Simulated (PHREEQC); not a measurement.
A column of 0.2 m (40 cells, dispersivity 0.01 m, 300 s a shift, diffusion coefficient 3e-10 m²/s) holds 0.0037 eq of the database's cation exchanger X per kg of pore water, first in equilibrium with 0.055 mol/kgw NaCl and 1e-05 mol/kgw HCl. It is flushed with 0.63 mmol/kgw MgCl2, 0.67 mmol/kgw ZnCl2 and 0.01 mmol/kgw HCl, at 25 °C. Values are for the last cell. No CO2 enters from the air. Precipitation was switched off in this run.

Base run: PHREEQC, ion-association model, phreeqc.dat. Each further column changes one thing. The table gives Mg in solution (mol/kgw).

```tsv
pore volumes	base	exchange capacity from 0.0037 to 0.0019 eq/kgw	dispersivity from 0.01 to 0.02 m
0	0	0	0
0.6125	7.83e-14	1.26e-9	1.22e-10
1.212	2.28e-13	2.23e-9	1.67e-10
1.812	1.63e-14	0.000640	2.21e-11
2.413	0.000673	0.000660	0.000608
3.163	0.000719	0.000635	0.000694
3.763	0.000660	0.000631	0.000666
4.362	0.000640	0.000630	0.000648
4.963	0.000633	0.000630	0.000639
```
